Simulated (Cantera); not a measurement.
An adiabatic, constant-volume homogeneous reactor starts with CH₄ : CO : O₂ : N₂ = 1 : 0.39 : 0.954 : 8.97 (molar parts), equivalence ratio 2.3, at 1800 K and 0.230 bar.

Cantera simulation using GRI-Mech 3.0 (53 species, 325 reactions); the numbers are that mechanism's predictions, not measurements.

x: mole fraction; the columns are a selection and need not sum to one.

```csv
t (s),T (K),P (bar),x CH₄,x CO,x O₂,x H,x H₂O,x N₂O
6.00e-6,1800,0.230,0.0884,0.0345,0.0843,9.81e-7,1.40e-6,6.38e-12
2.11e-5,1800,0.230,0.0883,0.0345,0.0843,1.03e-6,8.61e-6,4.46e-11
7.44e-5,1799,0.230,0.0882,0.0345,0.0843,1.30e-6,5.06e-5,3.32e-10
0.000262,1798,0.230,0.0870,0.0345,0.0839,4.67e-6,0.000483,(withheld)
0.000923,2497,0.347,0.000283,0.0949,0.000113,0.00706,0.0697,(withheld)
0.00325,2504,0.351,5.09e-9,0.102,9.92e-6,0.00647,0.0614,(withheld)
0.0114,2469,0.347,<1e-12,0.101,2.60e-5,0.0105,0.0605,(withheld)
0.0403,2464,0.346,<1e-12,0.101,2.99e-5,0.0112,0.0604,7.94e-9
0.142,2464,0.346,<1e-12,0.101,3.00e-5,0.0112,0.0605,7.72e-9
0.500,2464,0.346,<1e-12,0.101,3.00e-5,0.0112,0.0605,7.72e-9
```

Complete the blanks.


- 0.000262, x N₂O: 2.05e-9
- 0.000923, x N₂O: 3.49e-8
- 0.00325, x N₂O: 3.15e-8
- 0.0114, x N₂O: 9.76e-9
